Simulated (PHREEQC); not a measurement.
A column of 0.5 m (40 cells, dispersivity 0.025 m, 720 s a shift, diffusion coefficient 3e-10 m²/s) holds 0.055 eq of the database's cation exchanger X per kg of pore water, first in equilibrium with 0.0032 mol/kgw CdCl2, 0.0017 mol/kgw CaCl2 and 1e-05 mol/kgw HCl. It is flushed with 0.031 mol/kgw ZnSO4 and 1e-05 mol/kgw HCl, at 25 °C. Values are for the last cell. No CO2 enters from the air. No solid was allowed to form.

Computed with PHREEQC (ion-association model, phreeqc.dat).

| pore volumes | S in solution (mol/kgw) | Zn in solution (mol/kgw) | Cl in solution (mol/kgw) | Cd in solution (mol/kgw) | Ca in solution (mol/kgw) | CaX2 on the exchanger (mol/kgw) |
|---|---|---|---|---|---|---|
| 0 | 0 | 0 | 0.00981 | 0.00320 | 0.00170 | 0.0124 |
| 0.1375 | 0 | 0 | 0.00981 | 0.00320 | 0.00170 | 0.0124 |
| 0.3875 | 3.72e-5 | 0 | 0.00980 | 0.00322 | 0.00171 | 0.0124 |
| 0.5125 | 0.000635 | 0 | 0.00961 | 0.00353 | 0.00190 | 0.0124 |
| 0.7625 | 0.00730 | 2.93e-7 | 0.00750 | 0.00694 | 0.00410 | 0.0124 |
| 0.8875 | 0.0127 | 2.38e-5 | 0.00580 | 0.00965 | 0.00591 | 0.0124 |
| 1.137 | 0.0222 | 0.00125 | 0.00280 | 0.0134 | 0.00890 | 0.0121 |
| 1.262 | 0.0253 | 0.00318 | 0.00180 | 0.0136 | 0.00949 | 0.0115 |
| 1.512 | 0.0289 | 0.00906 | 0.000673 | 0.0113 | 0.00886 | 0.00955 |
| 1.637 | 0.0298 | 0.0123 | 0.000398 | 0.00967 | 0.00801 | 0.00842 |
| 1.887 | 0.0306 | 0.0181 | 0.000137 | 0.00654 | 0.00604 | 0.00620 |
| 2.013 | 0.0308 | 0.0205 | 8.09e-5 | 0.00523 | 0.00509 | 0.00521 |
| 2.138 | 0.0309 | 0.0225 | 4.94e-5 | 0.00413 | 0.00424 | 0.00432 |
| 2.388 | 0.0310 | 0.0256 | 2.18e-5 | 0.00250 | 0.00284 | 0.00289 |
| 2.513 | 0.0310 | 0.0268 | 1.64e-5 | 0.00192 | 0.00229 | 0.00233 |
| 2.763 | 0.0310 | 0.0284 | 1.19e-5 | 0.00111 | 0.00146 | 0.00149 |
| 2.888 | 0.0310 | 0.0290 | 1.10e-5 | 0.000841 | 0.00116 | 0.00118 |
| 3.138 | 0.0310 | 0.0298 | 1.03e-5 | 0.000474 | 0.000715 | 0.000731 |
| 3.263 | 0.0310 | 0.0301 | 1.02e-5 | 0.000353 | 0.000559 | 0.000571 |
| 3.513 | 0.0310 | 0.0305 | 1.00e-5 | 0.000195 | 0.000337 | 0.000345 |
| 3.638 | 0.0310 | 0.0306 | 1.00e-5 | 0.000144 | 0.000261 | 0.000267 |
| 3.888 | 0.0310 | 0.0308 | 1.00e-5 | 7.85e-5 | 0.000155 | 0.000159 |
| 4.013 | 0.0310 | 0.0308 | 1.00e-5 | 5.77e-5 | 0.000119 | 0.000122 |
